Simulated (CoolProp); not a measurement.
Ethylene along the isobar 43.4 bar: Z from the reference equation and from simpler models built on Tc = 9.2 °C, pc = 50.42 bar, ω = 0.087; each cubic takes its own stable root.

Computed with CoolProp (reference Helmholtz-energy equation of state, Smukala 2000).

```json
[
 {"T (°C)": "-29.35", "phase": "liquid", "reference": "0.1342", "van der Waals": "0.2017", "Redlich-Kwong": "0.1471", "Soave-Redlich-Kwong": "0.1453", "Peng-Robinson": "0.1286"},
 {"T (°C)": "-16.35", "phase": "liquid", "reference": "0.1375", "van der Waals": "0.2081", "Redlich-Kwong": "0.1550", "Soave-Redlich-Kwong": "0.1530", "Peng-Robinson": "0.1357"},
 {"T (°C)": "-3.35", "phase": "liquid", "reference": "0.1478", "van der Waals": "0.2300", "Redlich-Kwong": "0.1753", "Soave-Redlich-Kwong": "0.1727", "Peng-Robinson": "0.1540"},
 {"T (°C)": "9.65", "phase": "gas", "reference": "0.5905", "van der Waals": "0.6320", "Redlich-Kwong": "0.5962", "Soave-Redlich-Kwong": "0.5964", "Peng-Robinson": "0.5690"},
 {"T (°C)": "22.65", "phase": "gas", "reference": "0.6828", "van der Waals": "0.6988", "Redlich-Kwong": "0.6814", "Soave-Redlich-Kwong": "0.6856", "Peng-Robinson": "0.6589"},
 {"T (°C)": "35.65", "phase": "gas", "reference": "0.7405", "van der Waals": "0.7445", "Redlich-Kwong": "0.7365", "Soave-Redlich-Kwong": "0.7428", "Peng-Robinson": "0.7170"},
 {"T (°C)": "48.65", "phase": "gas", "reference": "0.7823", "van der Waals": "0.7790", "Redlich-Kwong": "0.7770", "Soave-Redlich-Kwong": "0.7849", "Peng-Robinson": "0.7600"},
 {"T (°C)": "61.65", "phase": "gas", "reference": "0.8146", "van der Waals": "0.8065", "Redlich-Kwong": "0.8086", "Soave-Redlich-Kwong": "0.8178", "Peng-Robinson": "0.7938"},
 {"T (°C)": "74.65", "phase": "gas", "reference": "0.8404", "van der Waals": "0.8291", "Redlich-Kwong": "0.8340", "Soave-Redlich-Kwong": "0.8442", "Peng-Robinson": "0.8211"},
 {"T (°C)": "87.65", "phase": "gas", "reference": "0.8617", "van der Waals": "0.8480", "Redlich-Kwong": "0.8550", "Soave-Redlich-Kwong": "0.8660", "Peng-Robinson": "0.8438"}
]
```
